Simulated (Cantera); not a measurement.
Charge: 1 mol Si2H6, a varied amount of O2, 1 mol N2, at 133 Pa.

These are equilibrium values from Cantera (NASA tables, ideal gas, pure condensed phases), not measurements of a reactor. Candidate condensed phases: H2O, Si, SiO2, Si2N2O, Si3N4; 35 gas species. The feed counts by its element totals alone. N2 is the only nitrogen source here; it is nearly inert below about 1500 K, so the nitride shown seldom forms there in practice. Mutual solubility and eutectic melting of coexisting phases are not modelled. Rates play no part.

### Question
What condenses at these points (T in K, n(O2) in mol): (1773, 0.49); (1373, 0.16); (1673, 0.32); (1573, 0.32); (1423, 0.16); (1473, 0.32)?

### Answer
```
T (K)  n(O2) in mol     condensed phases  Si condensed (%)
-----  ------------  -------------------  ----------------
1773           0.49                   Si              50.6
1373           0.16  Si + Si2N2O + Si3N4             100.0
1673           0.32          Si + Si2N2O              76.7
1573           0.32          Si + Si2N2O              99.2
1423           0.16  Si + Si2N2O + Si3N4             100.0
1473           0.32  Si + Si2N2O + Si3N4              99.9
```
